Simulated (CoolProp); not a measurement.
Saturated liquid density (kg/m³) of R21: the reference equation beside estimates from Tc = 452.7 K, pc = 5.289 MPa, ω = 0.206. Rackett uses Z = 0.29056 − 0.08775 ω.

Computed with CoolProp (reference Helmholtz-energy equation of state, Platzer 1990). This equation is an older, rougher fit; its heat capacities, sound speeds and derivatives of the liquid may be far off and weren't checked against measurements.

```tsv
T (K)	reference	Rackett	van der Waals	Redlich-Kwong	Soave-Redlich-Kwong	Peng-Robinson
209.9	1561	1576	966.8	1438	1455	1635
220.8	1538	1553	954.5	1418	1437	1617
231.7	1515	1531	941.7	1397	1419	1597
242.7	1492	1508	928.5	1375	1399	1576
253.6	1469	1484	914.9	1352	1378	1554
264.5	1445	1460	900.8	1328	1357	1531
275.5	1420	1435	886.1	1303	1334	1506
286.4	1395	1409	871.0	1277	1310	1480
297.4	1369	1383	855.2	1249	1284	1452
308.3	1343	1356	838.8	1220	1257	1422
319.2	1315	1328	821.7	1190	1228	1391
330.2	1286	1299	803.6	1158	1197	1357
341.1	1256	1269	784.8	1124	1164	1320
```

Absolute difference from the reference over all 13 rows, mean and median: Rackett 1.0 and 1.0 %, van der Waals 37.7 and 37.6 %, Redlich-Kwong 8.6 and 8.2 %, Soave-Redlich-Kwong 6.4 and 6.3 %, Peng-Robinson 5.6 and 5.8 %.
